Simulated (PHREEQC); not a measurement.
Dissolve 0.0046 mol H2S and 0.24 mol NaBF4 per kg of water at 35 °C. Closed to the air; pH follows from the charge balance.

Equilibrium calculation in PHREEQC: ion-association model, phreeqc.dat.

| Item | Result |
|---|---|
| pH | 2.60 |
| ionic strength | 0.243 mol/kgw |
| activity of water | 0.991 |
| total alkalinity | -720 meq/kg |

| species | molality | activity | log γ |
|---|---|---|---|
| Na+ | 0.240 | 0.176 | -0.134 |
| BF4- | 0.229 | 0.168 | -0.134 |
| HF | 0.0113 | 0.0120 | 0.024 |
| BF3OH- | 0.00848 | 0.00624 | -0.134 |
| H2S | 0.00460 | 0.00486 | 0.024 |
| F- | 0.00388 | 0.00267 | -0.163 |
| H+ | 0.00317 | 0.00249 | -0.104 |

No solid was allowed to form. Species that the database lacks are ignored. Real BF4- forms and hydrolyses slowly; the run takes it at equilibrium.
